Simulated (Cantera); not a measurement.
## Low-pressure radical oxidation in H2/O2

An isothermal, constant-pressure homogeneous reactor starts with 1.03 % H2, 45.0 % O2, 54.0 % N2, equivalence ratio 0.011, at 1425 K and 0.0132 atm.

Cantera simulation using the H2/O2 subset of GRI-Mech 3.0, which has no nitrogen chemistry; the numbers are that mechanism's predictions, not measurements. Radical loss at walls, strong at low pressure, is not modelled.

```json
[
 {"t (s)": "2.00e-6", "x H2": "0.0103", "x O2": "0.450", "x HO2": "3.06e-10", "x OH": "7.52e-12", "x O": "7.53e-12", "x H2O2": "<1e-12"},
 {"t (s)": "1.11e-5", "x H2": "0.0103", "x O2": "0.450", "x HO2": "1.70e-9", "x OH": "2.14e-10", "x O": "2.15e-10", "x H2O2": "<1e-12"},
 {"t (s)": "6.16e-5", "x H2": "0.0103", "x O2": "0.450", "x HO2": "9.42e-9", "x OH": "4.53e-9", "x O": "4.64e-9", "x H2O2": "1.27e-12"},
 {"t (s)": "0.000342", "x H2": "0.0103", "x O2": "0.450", "x HO2": "5.22e-8", "x OH": "6.30e-8", "x O": "6.99e-8", "x H2O2": "3.52e-11"},
 {"t (s)": "0.00190", "x H2": "0.0103", "x O2": "0.450", "x HO2": "2.92e-7", "x OH": "1.24e-5", "x O": "1.45e-5", "x H2O2": "6.58e-10"},
 {"t (s)": "0.0105", "x H2": "8.59e-5", "x O2": "0.440", "x HO2": "3.62e-7", "x OH": "0.00139", "x O": "0.00852", "x H2O2": "8.73e-9"},
 {"t (s)": "0.0585", "x H2": "7.79e-5", "x O2": "0.441", "x HO2": "3.46e-7", "x OH": "0.00132", "x O": "0.00769", "x H2O2": "8.45e-9"},
 {"t (s)": "0.325", "x H2": "4.87e-5", "x O2": "0.443", "x HO2": "2.75e-7", "x OH": "0.00105", "x O": "0.00469", "x H2O2": "7.12e-9"},
 {"t (s)": "1.80", "x H2": "9.93e-6", "x O2": "0.446", "x HO2": "1.09e-7", "x OH": "0.000476", "x O": "0.000918", "x H2O2": "3.25e-9"},
 {"t (s)": "10.0", "x H2": "7.18e-7", "x O2": "0.447", "x HO2": "2.13e-8", "x OH": "0.000128", "x O": "6.53e-5", "x H2O2": "5.33e-10"}
]
```
x: mole fraction; the columns are a selection and need not sum to one.

Equilibrium at this temperature and pressure: H2 8.91e-8, O2 0.447, HO2 2.13e-8, OH 4.52e-5, O 8.09e-6, H2O2 1.05e-10 (gas phase only).
